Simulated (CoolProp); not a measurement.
Vinyl chloride at 298.15 K and 6.24 MPa is throttled through a valve to 3.23 MPa with no heat exchange. Each further row changes one setting.

Computed with CoolProp (reference Helmholtz-energy equation of state, Thol 2022).

```tsv
case	temperature change (K)	final density (kg/m³)
as stated	[?]	904
outlet pressure 0.969 MPa	[?]	898
outlet pressure 4.2 MPa	[?]	906
```

Problem. Fill in the missing entries.

Solution. 
- as stated, temperature change (K): +0.9
- outlet pressure 0.969 MPa, temperature change (K): +1.5
- outlet pressure 4.2 MPa, temperature change (K): +0.6
